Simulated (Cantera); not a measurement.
Charge: 1 mol C, 4.7 mol H₂, 0.56 mol N₂, at 79000 Pa.

Method: chemical equilibrium by Gibbs-energy minimisation in Cantera with the NASA 1993 tables (ideal gas, pure condensed phases). Candidate condensed phases: C, C₆H₆, C₇H₈, C₈H₁₈; 92 gas species. Equilibrium is a limit: real reactors are often held back by kinetics, nucleation or transport.

**Question.** At 1598 K, list the 6 most abundant gas species with their mole fractions, and the condensed phases.

**Answer.** H₂ 0.892, N₂ 0.106, CH₄ 0.00103, HCN 0.000622, H 5.66e-5, C₂H₂ (acetylene) 2.40e-5. Condensed: C(graphite).
